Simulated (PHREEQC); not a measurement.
3.8 g of hydrous ferric oxide (600 m²/g; 0.2 weak and 0.005 strong sites per Fe, Dzombak-Morel constants, diffuse double layer) in 1 kg of water with 0.3 mol/kgw of an inert sodium salt, at 25 °C; the pH is set by adding NaOH or the inert anion's acid. O2 is buffered at 0.21 atm. CO2 from the air is kept out. Nothing may precipitate in this run.

Model: ion-association model, wateq4f.dat, run in PHREEQC.

| pH | surface charge σ (C/m²) | surface potential ψ (mV) |
|---|---|---|
| 3 | 0.368 | 125 |
| 3.67 | 0.360 | 124 |
| 4.33 | 0.331 | 120 |
| 5 | 0.270 | … |
| 5.67 | 0.191 | 93 |
| 6.33 | 0.121 | … |
| 7 | 0.066 | 46 |
| 7.67 | 0.024 | 19 |
| 8.33 | -0.012 | -9 |
| 9 | -0.051 | -38 |
| 9.67 | -0.101 | -64 |
| 10.33 | -0.166 | … |
| 11 | -0.244 | -105 |

Q: Some entries are withheld; supply them.

A: 
- 5, surface potential ψ (mV): 110
- 6.33, surface potential ψ (mV): 71
- 10.33, surface potential ψ (mV): -86

The oxide is taken as insoluble; below pH 4 it would dissolve.
